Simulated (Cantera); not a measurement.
An adiabatic, constant-volume homogeneous reactor starts with CH₄ : O₂ : N₂ = 1 : 5.41 : 20.3 (molar parts), equivalence ratio 0.37, at 1600 K and 5.00 bar.

Computed with Cantera and GRI-Mech 3.0 (53 species, 325 reactions).

Q: Predict: time of steepest temperature rise; temperature at 0.200 s; equilibrium temperature; x(O₂) at 0.200 s; x(NO) at 0.200 s; x(N₂O) at 0.200 s.

A: 
| Property | Result |
|---|---|
| time of steepest temperature rise | 98.4 µs |
| temperature at 0.200 s | 2491 K |
| equilibrium temperature | 2491 K |
| x(O₂) at 0.200 s | 0.117 (gas-phase equilibrium 0.117) |
| x(NO) at 0.200 s | 0.0166 (gas-phase equilibrium 0.0166) |
| x(N₂O) at 0.200 s | 2.51e-6 (gas-phase equilibrium 2.51e-6) |
